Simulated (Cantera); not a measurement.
Cantera run:

```python
import numpy as np
import cantera as ct

gas_names = [...]  # 113 gases of nasa_gas.yaml made of C, H, O, Pb
cond_names = """
    C(gr) C6H6(L) C7H8(L) C8H18(L),n-octa H2O(s) H2O(L) Pb(cr) Pb(L) PbO(rd) PbO(yw) PbO(L) PbO2(s)
    Pb3O4(s)
""".split()


# ... load() reads the species with a 1 bar reference pressure and builds the phases ...
atoms = {
    'Pb': {'Pb': 1},
    'CO': {'C': 1, 'O': 1},
    'H2': {'H': 2},
}
top_T = {'C(gr)': 4500, 'Pb3O4(s)': 820}  # K; cautious upper limits of use, not melting points


# ... equilibrate(T, P, feed) seeds the gas with the atoms and calls Mixture.equilibrate('TP', solver="vcs", rtol=1e-11, max_steps=5000) ...
results = []
feed = {'Pb': 1, 'CO': 1.9, 'H2': 24}  # mol
T = 1525  # K
for P in [10, 42, 180, 750, 3200, 13000, 56000, 240000, 1000000]:
    mix = equilibrate(T, P, feed)
    results.append((T, P, feed, dict(zip(mix.species_names, mix.species_moles))))

top = {s: max(r[3][s] / sum(r[3][g] for g in gas_names) for r in results) for s in gas_names}
cols = sorted((s for s in top if top[s] > 1e-05), key=lambda s: -top[s])[:7]
seen = [c for c in cond_names if any(r[3].get(c, 0) > 1e-12 for r in results)]
print("log10 of partial pressures in bar; condensed amounts in mol")
print(f"{'P/Pa':>10s}" + "".join(f"{s[:9]:>10s}" for s in cols + seen))
for T, P, feed, n in results:
    ng = sum(n[g] for g in gas_names)
    print(f"{P:10.4g}" + "".join(f"{np.log10(max(n[s] / ng * P / 1e5, 1e-99)):10.3f}" for s in cols)
          + "".join(f"{n.get(c, 0):10.4g}" for c in seen))
```

Output:

```
log10 of partial pressures in bar; condensed amounts in mol
      P/Pa        H2        CO        Pb       CH4       H2O         H       CO2     Pb(L)
        10    -4.051    -5.151    -5.430   -11.881   -10.906    -6.651   -12.437         0
        42    -3.427    -4.528    -4.807   -10.450    -9.842    -6.339   -11.374         0
       180    -2.795    -3.896    -4.175    -9.032    -8.731    -6.023   -10.263         0
       750    -2.175    -3.276    -3.555    -7.696    -7.588    -5.713    -9.120         0
      3200    -1.544    -2.646    -2.925    -6.393    -6.370    -5.398    -7.902         0
   1.3e+04    -0.936    -2.037    -2.316    -5.163    -5.166    -5.094    -6.697         0
   5.6e+04    -0.301    -1.404    -1.682    -3.891    -3.901    -4.777    -5.434         0
   2.4e+05     0.341    -0.765    -1.507    -2.608    -2.619    -4.456    -4.156      0.66
     1e+06     0.963    -0.159    -1.507    -1.371    -1.382    -4.144    -2.934    0.9197
```

These are equilibrium values from Cantera (NASA tables, ideal gas, pure condensed phases), not measurements of a reactor.
